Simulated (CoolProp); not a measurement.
Saturated liquid density (kg/m³) of chlorine: the reference equation beside estimates from Tc = 416.9 K, pc = 7.642 MPa, ω = 0.070. Rackett uses Z = 0.29056 − 0.08775 ω.

Computed with CoolProp (reference Helmholtz-energy equation of state, Thol 2021).

| T (K) | reference | Rackett | van der Waals | Redlich-Kwong | Soave-Redlich-Kwong |
|---|---|---|---|---|---|
| 276 | 1459 | 1382 | 920.9 | 1344 | 1345 |
| 281.6 | 1443 | 1368 | 911.0 | 1327 | 1329 |
| 287.1 | 1427 | 1353 | 901.1 | 1309 | 1312 |
| 292.7 | 1410 | 1338 | 890.7 | 1291 | 1294 |
| 298.3 | 1392 | 1322 | 880.1 | 1272 | 1276 |
| 303.8 | 1375 | 1307 | 869.4 | 1253 | 1258 |
| 309.4 | 1357 | 1291 | 858.2 | 1233 | 1239 |
| 315 | 1339 | 1274 | 846.6 | 1212 | 1219 |
| 320.5 | 1320 | 1257 | 834.9 | 1191 | 1198 |
| 326.1 | 1301 | 1240 | 822.6 | 1169 | 1177 |
| 331.6 | 1282 | 1222 | 810.2 | 1147 | 1155 |
| 337.2 | 1261 | 1203 | 797.0 | 1123 | 1132 |
| 342.8 | 1240 | 1184 | 783.4 | 1098 | 1107 |
| 348.3 | 1219 | 1165 | 769.4 | 1073 | 1083 |
| 353.9 | 1196 | 1144 | 754.6 | 1046 | 1056 |

Absolute difference from the reference over all 15 rows, mean and median: Rackett 4.8 and 4.9 %, van der Waals 36.8 and 36.8 %, Redlich-Kwong 9.7 and 9.5 %, Soave-Redlich-Kwong 9.3 and 9.0 %.
